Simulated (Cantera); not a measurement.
Charge: 1 mol PH3, 0.11 mol H2O, 14 mol H2, held at 82500 Torr.

Method: chemical equilibrium by Gibbs-energy minimisation in Cantera with the NASA 1993 tables (ideal gas, pure condensed phases). Candidate condensed phases: H2O, P, P4O10; 31 gas species. Ions and electrons are included (thermal ionisation). The ideal-gas law is rough above about 30 bar. Gases not in the tables: HPO2, HPO3 and P4O6. The numbers say what is thermodynamically allowed, not how fast it happens. All values below are at 4727 °C.

Base state: H2 0.514, H 0.440, P 0.0247, PH 0.0117, P2 0.00448, PO 0.00214, H2O 0.00153, OH 0.00106 (mole fractions); condensed: gas only.

Task: What changes in the equilibrium state with this change: H2O from 0.11 to 0.084 mol?

Result: 
```
species    before     after
-------  --------  --------
H2          0.514     0.515
H           0.440     0.440
P          0.0247    0.0250
PO        0.00214   0.00165
H2O       0.00153   0.00117
PH         0.0117    0.0118
O        0.000486  0.000370
OH        0.00106  0.000807
P2        0.00448   0.00458
PH3       4.84e-5   4.90e-5
```
